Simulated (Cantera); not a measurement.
Feed: 1 mol HMDSO, 12 mol NO, at 1102 °C and 0.133 bar.

These are equilibrium values from Cantera (NASA tables, ideal gas, pure condensed phases), not measurements of a reactor. Candidate condensed phases: C, C6H6, C7H8, C8H18, H2O, Si, SiC, SiO2, Si2N2O, Si3N4; 151 gas species. The feed counts by its element totals alone. The tables hold silica as quartz up to 1696 K and as liquid above; real silica turns to tridymite and cristobalite and melts near 1996 K. Gases not in the tables: Si(OH)4. Kinetics and transport are ignored.

Base state: H2 0.324, N2 0.286, CO 0.247, H2O 0.104, CO2 0.0385 (mole fractions); condensed: SiO2(β-quartz).

What changes in the equilibrium state with this change: temperature from 1102 °C to 1327 °C?


```
species               before    after
-------------------  -------  -------
H2                     0.324    0.316
N2                     0.286    0.286
CO                     0.247    0.255
CO2                   0.0385   0.0303
H2O                    0.104    0.113
H                    5.34e-6  8.37e-5
SiO2(β-quartz), mol     2.00     2.00
```
